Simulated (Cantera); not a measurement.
What does this Cantera script print?

```python
import numpy as np
import cantera as ct

gas = ct.Solution("h2o2.yaml")
gas.TPX = 948, 410, {'H2': 0.08, 'O2': 1}
reactor = ct.IdealGasConstPressureReactor(gas, energy="off", clone=False)
net = ct.ReactorNet([reactor])
net.rtol, net.atol = 1e-08, 1e-18
show = ['H2', 'O2', 'H', 'HO2', 'H2O2']
times = np.geomspace(1e-06, 2, 10)

steps = ct.SolutionArray(gas, extra=["t"])
rows = []
print(f"{'t/s':>10s}{'T/K':>9s}{'P/Pa':>11s}" + "".join(f"{s:>11s}" for s in show))
for t in times:
    while net.time < t:
        t_next = net.step()
        steps.append(gas.state, t=t_next)
    rows.append([np.interp(t, steps.t, y) for y in (steps.T, steps.P, *steps(*show).X.T)])
    print(f"{t:10.3e}{rows[-1][0]:9.1f}{rows[-1][1]:11.4g}" + "".join(f"{x:11.3e}" for x in rows[-1][2:]))
rate = np.gradient(steps.T, steps.t)
print("integrator steps:", len(steps.t))
if steps.T.max() > steps.T[0] + 200:
    print(f"time of steepest temperature rise: {steps.t[rate.argmax()]:.4e} s")
gas.TPX = 948, 410, {'H2': 0.08, 'O2': 1}
gas.equilibrate("TP")
print(f"equilibrium (TP): T = {gas.T:.1f} K  " + "  ".join(f"{s} {gas[s].X[0]:.3e}" for s in show))
```

Output:

```
       t/s      T/K       P/Pa         H2         O2          H        HO2       H2O2
 1.000e-06    948.0        410  7.407e-02  9.259e-01  4.556e-14  4.560e-14  3.022e-21
 5.013e-06    948.0        410  7.407e-02  9.259e-01  2.277e-13  2.286e-13  7.090e-20
 2.513e-05    948.0        410  7.407e-02  9.259e-01  1.125e-12  1.146e-12  1.726e-18
 1.260e-04    948.0        410  7.407e-02  9.259e-01  5.317e-12  5.749e-12  4.329e-17
 6.316e-04    948.0        410  7.407e-02  9.259e-01  2.486e-11  2.889e-11  1.090e-15
 3.166e-03    948.0        410  7.407e-02  9.259e-01  3.630e-10  1.484e-10  2.770e-14
 1.587e-02    948.0        410  7.402e-02  9.259e-01  2.060e-05  2.521e-07  4.025e-11
 7.958e-02    948.0        410  1.280e-03  9.001e-01  1.130e-02  3.146e-06  3.257e-08
 3.989e-01    948.0        410  1.270e-04  9.209e-01  3.288e-04  1.826e-06  3.804e-08
 2.000e+00    948.0        410  4.236e-06  9.230e-01  2.173e-06  3.017e-07  2.058e-08
integrator steps: 1596
equilibrium (TP): T = 948.0 K  H2 2.146e-11  O2 9.231e-01  H 3.819e-14  HO2 2.609e-10  H2O2 6.607e-12
```

Model: the H2/O2 subset of GRI-Mech 3.0, which has no nitrogen chemistry, integrated in Cantera. Radical loss at walls, strong at low pressure, is not modelled. Below about 950 K walls govern HO2 and H2O2 in real vessels. The temperature is held fixed by assumption; the heat of reaction is taken as removed at once.
